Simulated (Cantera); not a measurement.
A Cantera script and what it prints.

```python
import numpy as np
import cantera as ct

gas_names = """
    CL CLO CL2 Mg MgCL MgCL2 MgO Mg2 O O2 O3
""".split()
cond_names = """
    Mg(cr) Mg(L) MgCL2(s) MgCL2(L) MgO(s) MgO(L)
""".split()


def load(file, names, dense=False):
    # The tables refer to 1 bar. Condensed volumes are neglected.
    table = {s.name: s for s in ct.Species.list_from_file(file)}
    out = []
    for n in names:
        d = dict(table[n].input_data)
        d["thermo"] = dict(d["thermo"], **{"reference-pressure": 1e5})
        if dense:
            d["equation-of-state"] = {"model": "constant-volume", "density": "1e6 g/cm^3"}
        out.append(ct.Species.from_dict(d))
    return out


gas = ct.Solution(thermo="ideal-gas", species=load("nasa_gas.yaml", gas_names))
cond = {s.name: ct.Solution(thermo="fixed-stoichiometry", species=[s], name=s.name)
        for s in load("nasa_condensed.yaml", cond_names, dense=True)}
atoms = {
    'MgO': {'Mg': 1, 'O': 1},
    'Cl2': {'CL': 2},
    'O2': {'O': 2},
}
top_T = {}  # K; cautious upper limits of use, not melting points


def equilibrate(T, P, feed):
    n = {}
    for name, mol in feed.items():
        for a, k in atoms[name].items():
            n[a] = n.get(a, 0.0) + k * mol
    gas.TPX = T, P, n
    mass = sum(n.values()) * gas.mean_molecular_weight
    gas.equilibrate("TP")
    valid = [c for c in cond.values() if c.min_temp <= T <= top_T.get(c.name, c.max_temp)]
    mix = ct.Mixture([(gas, mass / gas.mean_molecular_weight)] + [(c, 0.0) for c in valid])
    mix.T, mix.P = T, P
    mix.equilibrate("TP", solver="vcs", rtol=1e-11, max_steps=5000)
    return mix


results = []
feed = {'MgO': 1, 'Cl2': 0.056, 'O2': 0.011}  # mol
T = 1050  # K
P = 13332.2  # Pa
mix = equilibrate(T, P, feed)
results.append((T, P, feed, dict(zip(mix.species_names, mix.species_moles))))
x = sorted(zip(gas.X, gas.species_names), reverse=True)
print(f"T = {T:g} K  P = {P:g} Pa  gas = {mix.phase_moles(0):.4g} mol")
print("   x: " + "  ".join(f"{s} {v:.3e}" for v, s in x if v > 0.0001))
print("   condensed (mol): " + ("  ".join(f"{mix.phase(i).name} {mix.phase_moles(i):.4g}"
      for i in range(1, mix.n_phases) if mix.phase_moles(i) > 1e-12) or "none"))
```

Output:

```
T = 1050 K  P = 13332.2 Pa  gas = 0.0671 mol
   x: CL2 8.326e-01  O2 1.644e-01  CL 1.979e-03  MgCL2 9.955e-04
   condensed (mol): MgO(s) 0.9999
```

These are equilibrium values from Cantera (NASA tables, ideal gas, pure condensed phases), not measurements of a reactor.
